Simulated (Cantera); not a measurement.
What does this Cantera script print?

```python
import numpy as np
import cantera as ct

gas_names = """
    CL CL2 H HCL H2 Si SiCL SiCL2 SiCL3 SiCL4 SiH SiHCL3 SiH2 SiH2CL2 SiH3 SiH3CL SiH4 Si2 Si3
""".split()
cond_names = """
    Si(cr) Si(L)
""".split()


# ... load() reads the species with a 1 bar reference pressure and builds the phases ...
atoms = {
    'Si2Cl6': {'Si': 2, 'CL': 6},
    'Cl2': {'CL': 2},
    'H2': {'H': 2},
}
top_T = {}  # K; cautious upper limits of use, not melting points


# ... equilibrate(T, P, feed) seeds the gas with the atoms and calls Mixture.equilibrate('TP', solver="gibbs", rtol=1e-10, max_steps=50000) ...
results = []
feed = {'Si2Cl6': 1, 'Cl2': 0.041, 'H2': 180}  # mol
P = 6500  # Pa
for T in [800, 850, 900, 950, 1000, 1050, 1100, 1150, 1200, 1250, 1300]:
    mix = equilibrate(T, P, feed)
    results.append((T, P, feed, dict(zip(mix.species_names, mix.species_moles))))

top = {s: max(r[3][s] / sum(r[3][g] for g in gas_names) for r in results) for s in gas_names}
cols = sorted((s for s in top if top[s] > 1e-06), key=lambda s: -top[s])[:9]
seen = [c for c in cond_names if any(r[3].get(c, 0) > 1e-12 for r in results)]
print("log10 of partial pressures in bar; condensed amounts in mol")
print(f"{'T/K':>10s}" + "".join(f"{s[:9]:>10s}" for s in cols + seen))
for T, P, feed, n in results:
    ng = sum(n[g] for g in gas_names)
    print(f"{T:10.4g}" + "".join(f"{np.log10(max(n[s] / ng * P / 1e5, 1e-99)):10.3f}" for s in cols)
          + "".join(f"{n.get(c, 0):10.4g}" for c in seen))
```

Result:

```
log10 of partial pressures in bar; condensed amounts in mol
       T/K        H2       HCL     SiCL4    SiHCL3     SiCL2     SiCL3   SiH2CL2         H    SiH3CL    Si(cr)
       800    -1.192    -4.054    -3.462    -3.643    -6.906    -6.207    -4.917   -12.134    -6.828    0.3645
       850    -1.192    -3.785    -3.477    -3.664    -6.302    -5.815    -4.907   -11.284    -6.774    0.4233
       900    -1.193    -3.550    -3.505    -3.694    -5.774    -5.479    -4.906   -10.528    -6.731    0.5127
       950    -1.193    -3.346    -3.552    -3.738    -5.314    -5.195    -4.917    -9.851    -6.699    0.6381
      1000    -1.195    -3.171    -3.626    -3.802    -4.917    -4.964    -4.944    -9.241    -6.680    0.7999
      1050    -1.196    -3.026    -3.742    -3.896    -4.584    -4.792    -4.993    -8.689    -6.675    0.9884
      1100    -1.197    -2.911    -3.915    -4.033    -4.315    -4.687    -5.072    -8.186    -6.688     1.181
      1150    -1.199    -2.829    -4.165    -4.227    -4.117    -4.661    -5.190    -7.727    -6.723     1.347
      1200    -1.200    -2.780    -4.495    -4.480    -3.986    -4.712    -5.349    -7.305    -6.780     1.459
      1250    -1.200    -2.755    -4.880    -4.774    -3.908    -4.822    -5.535    -6.916    -6.852     1.517
      1300    -1.200    -2.744    -5.285    -5.083    -3.862    -4.960    -5.732    -6.556    -6.931     1.538
```

Cantera equilibrium calculation (NASA polynomials, part measured and part estimated; ideal gas, pure solids and liquids). The feed counts by its element totals alone. The tables' values for SiCl3 are old estimates; treat these amounts as uncertain.
